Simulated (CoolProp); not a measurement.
Vapour-liquid equilibrium of R125 (1) + R245fa (2) at 35.2 kPa; x and y are mole fractions of (1).

Computed with CoolProp (multi-fluid Helmholtz-energy mixture model, Lemmon 2005 and Akasaka 2015; pair parameters Bell 2016).

```tsv
x	bubble temperature (K)	y at the bubble point	dew temperature at overall composition x (K)	liquid density (mol/L)
0.05	251.3	0.516	263.4	10.94
0.125	239.0	0.783	261.8	11.26
0.2	231.3	0.878	260.2	11.50
0.275	226.1	0.922	258.4	11.71
0.35	222.2	0.947	256.4	11.89
0.425	219.1	0.962	254.2	12.06
0.5	216.5	0.973	251.9	12.22
0.575	214.4	0.980	249.2	12.37
0.65	212.5	0.986	246.1	12.52
0.725	210.8	0.990	242.4	12.67
0.8	209.3	0.993	237.8	12.81
0.875	207.8	0.996	231.7	12.95
0.95	206.5	0.999	221.6	13.09
```

No azeotrope shows between x = 0.05 and 0.95.

Pair parameters are fitted to limited data, so mixtures are less certain than the pure fluids.
